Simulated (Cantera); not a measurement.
A Cantera script and its output.

```python
import numpy as np
import cantera as ct

gas = ct.Solution("gri30.yaml")
gas.TPX = 450, 100000, {'CH4': 1, 'O2': 1.25, 'N2': 9.5, 'CO2': 0.26}
inlet = ct.Reservoir(gas, clone=True)
gas.equilibrate("HP")  # start burning
reactor = ct.IdealGasConstPressureReactor(gas, energy="on", clone=False)
exhaust = ct.Reservoir(gas, clone=True)
tau = [0.17, 0.078, 0.035, 0.016, 0.0071, 0.0032, 0.0014, 0.00064, 0.00029, 0.00013, 5.9e-05, 2.6e-05, 1.2e-05][0]
for a, b in ((inlet, reactor), (reactor, exhaust)):
    ct.MassFlowController(a, b, mdot=lambda t: reactor.mass / tau)
net = ct.ReactorNet([reactor])
show = ['CH4', 'O2', 'HCN', 'CH3', 'CH2', 'C2H4']

rows = []
print(f"{'tau/s':>10s}{'T/K':>9s}" + "".join(f"{s:>11s}" for s in show))
for tau in [0.17, 0.078, 0.035, 0.016, 0.0071, 0.0032, 0.0014, 0.00064, 0.00029, 0.00013, 5.9e-05, 2.6e-05, 1.2e-05]:
    net.initial_time = 0.0
    net.advance(30 * tau)
    before = gas.X
    net.advance(40 * tau)
    drift = np.max(np.abs(gas.X - before) / (gas.X + 1e-9))
    rows.append([gas.T, *gas[show].X, drift])
    print(f"{tau:10.3e}{gas.T:9.1f}" + "".join(f"{x:11.3e}" for x in gas[show].X))
```

Result:

```
     tau/s      T/K        CH4         O2        HCN        CH3        CH2       C2H4
 1.700e-01   1392.1  1.010e-02  5.629e-03  7.331e-08  8.569e-05  5.378e-08  9.022e-04
 7.800e-02    450.0  8.326e-02  1.041e-01  2.217e-22  5.948e-22 -1.343e-36  3.227e-17
 3.500e-02    450.0  8.326e-02  1.041e-01  1.659e-25  2.658e-22  6.752e-38  2.415e-20
 1.600e-02    450.0  8.326e-02  1.041e-01  1.048e-26  1.305e-22  3.714e-46  1.525e-21
 7.100e-03    450.0  8.326e-02  1.041e-01  6.620e-28  5.871e-23 -3.833e-47  9.635e-23
 3.200e-03    450.0  8.326e-02  1.041e-01  4.181e-29  2.646e-23 -7.839e-49  6.086e-24
 1.400e-03    450.0  8.326e-02  1.041e-01  2.641e-30  1.162e-23 -2.923e-49  3.844e-25
 6.400e-04    450.0  8.326e-02  1.041e-01  1.668e-31  5.283e-24  2.127e-51  2.428e-26
 2.900e-04    450.0  8.326e-02  1.041e-01  1.054e-32  2.395e-24  4.397e-52  1.534e-27
 1.300e-04    450.0  8.326e-02  1.041e-01  6.657e-34  1.075e-24  9.066e-53  9.689e-29
 5.900e-05    450.0  8.326e-02  1.041e-01  4.205e-35  4.873e-25  1.796e-53  6.120e-30
 2.600e-05    450.0  8.326e-02  1.041e-01  2.656e-36  2.156e-25  3.682e-54  3.866e-31
 1.200e-05    450.0  8.326e-02  1.041e-01  1.678e-37  9.892e-26  6.716e-55  2.442e-32
```

Cantera simulation using GRI-Mech 3.0 (53 species, 325 reactions); the numbers are that mechanism's predictions, not measurements.
